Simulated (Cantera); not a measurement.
Cantera run:

```python
import numpy as np
import cantera as ct

gas_names = """
    AL ALBr ALBr3 ALH AL2 AL2Br6 Br Br2 H HBr H2
""".split()
cond_names = """
    AL(cr) AL(L) ALBr3(s) ALBr3(L) Br2(cr) Br2(L)
""".split()


# ... load() reads the species with a 1 bar reference pressure and builds the phases ...
atoms = {
    'Al': {'AL': 1},
    'HBr': {'H': 1, 'Br': 1},
    'H2': {'H': 2},
}
top_T = {}  # K; cautious upper limits of use, not melting points


# ... equilibrate(T, P, feed) seeds the gas with the atoms and calls Mixture.equilibrate('TP', solver="vcs", rtol=1e-11, max_steps=5000) ...
results = []
T = 1500  # K
P = 1500  # Pa
for m in [1.1, 1.4, 1.8, 2.4, 3.1, 4, 5.2, 6.8, 8.8, 11, 15]:
    feed = {'Al': 1, 'HBr': m, 'H2': 9.9}  # mol
    mix = equilibrate(T, P, feed)
    results.append((T, P, feed, dict(zip(mix.species_names, mix.species_moles))))

top = {s: max(r[3][s] / sum(r[3][g] for g in gas_names) for r in results) for s in gas_names}
cols = sorted((s for s in top if top[s] > 1e-05), key=lambda s: -top[s])[:5]
seen = [c for c in cond_names if any(r[3].get(c, 0) > 1e-12 for r in results)]
print("log10 of partial pressures in bar; condensed amounts in mol")
print(f"{'n(HBr)':>10s}" + "".join(f"{s[:9]:>10s}" for s in cols + seen))
for T, P, feed, n in results:
    ng = sum(n[g] for g in gas_names)
    print(f"{feed['HBr']:10.4g}" + "".join(f"{np.log10(max(n[s] / ng * P / 1e5, 1e-99)):10.3f}" for s in cols)
          + "".join(f"{n.get(c, 0):10.4g}" for c in seen))
```

Result:

```
log10 of partial pressures in bar; condensed amounts in mol
    n(HBr)        H2       HBr      ALBr     ALBr3        Br
       1.1    -1.866    -4.100    -2.893    -4.598    -5.919
       1.4    -1.870    -3.685    -2.946    -3.818    -5.502
       1.8    -1.873    -3.473    -3.034    -3.479    -5.289
       2.4    -1.878    -3.273    -3.197    -3.236    -5.086
       3.1    -1.886    -3.082    -3.442    -3.092    -4.892
         4    -1.904    -2.860    -3.830    -3.018    -4.660
       5.2    -1.935    -2.636    -4.303    -3.012    -4.421
       6.8    -1.978    -2.458    -4.734    -3.044    -4.221
       8.8    -2.027    -2.328    -5.088    -3.090    -4.067
        11    -2.076    -2.240    -5.362    -3.138    -3.954
        15    -2.152    -2.143    -5.709    -3.215    -3.819
```

Cantera equilibrium calculation (NASA polynomials, part measured and part estimated; ideal gas, pure solids and liquids).
